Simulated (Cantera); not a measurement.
A Cantera script and what it prints.

```python
import numpy as np
import cantera as ct

gas_names = """
    B BCL BCL2 BCL3 BN BO BOCL BO2 B2 B2O B2O2 B2O3 B3O3CL3 CL CLO CL2 N NO NO2 NO3 N2 N2O O O2 O3
""".split()
cond_names = """
    B(b) B(L) BN(s) B2O3(L)
""".split()


# ... load() reads the species with a 1 bar reference pressure and builds the phases ...
atoms = {
    'BCl3': {'B': 1, 'CL': 3},
    'O2': {'O': 2},
    'N2': {'N': 2},
}
top_T = {'BN(s)': 3200}  # K; cautious upper limits of use, not melting points


# ... equilibrate(T, P, feed) seeds the gas with the atoms and calls Mixture.equilibrate('TP', solver="vcs", rtol=1e-11, max_steps=5000) ...
results = []
feed = {'BCl3': 1, 'O2': 4.3, 'N2': 140}  # mol
P = 58  # Pa
for T in [1273, 1423, 1573, 1723, 1873, 2023, 2173, 2323]:
    mix = equilibrate(T, P, feed)
    results.append((T, P, feed, dict(zip(mix.species_names, mix.species_moles))))

top = {s: max(r[3][s] / sum(r[3][g] for g in gas_names) for r in results) for s in gas_names}
cols = sorted((s for s in top if top[s] > 1e-05), key=lambda s: -top[s])[:6]
seen = [c for c in cond_names if any(r[3].get(c, 0) > 1e-12 for r in results)]
print("log10 of partial pressures in bar; condensed amounts in mol")
print(f"{'T/K':>10s}" + "".join(f"{s[:9]:>10s}" for s in cols + seen))
for T, P, feed, n in results:
    ng = sum(n[g] for g in gas_names)
    print(f"{T:10.4g}" + "".join(f"{np.log10(max(n[s] / ng * P / 1e5, 1e-99)):10.3f}" for s in cols)
          + "".join(f"{n.get(c, 0):10.4g}" for c in seen))
```

Result:

```
log10 of partial pressures in bar; condensed amounts in mol
       T/K        N2        O2         O        CL       BO2        NO   B2O3(L)
      1273    -3.256    -4.853    -9.395    -5.008    -8.215    -7.144    0.4743
      1423    -3.258    -4.857    -8.299    -4.939    -6.964    -6.751         0
      1573    -3.258    -4.862    -7.412    -4.931    -6.501    -6.434         0
      1723    -3.258    -4.873    -6.682    -4.930    -6.137    -6.175         0
      1873    -3.259    -4.896    -6.075    -4.930    -5.864    -5.965         0
      2023    -3.260    -4.945    -5.571    -4.930    -5.682    -5.801         0
      2173    -3.262    -5.046    -5.166    -4.931    -5.611    -5.689         0
      2323    -3.265    -5.240    -4.866    -4.934    -5.697    -5.646         0
```

These are equilibrium values from Cantera (NASA tables, ideal gas, pure condensed phases), not measurements of a reactor. The tables' values for BOCl are old estimates; treat these amounts as uncertain.
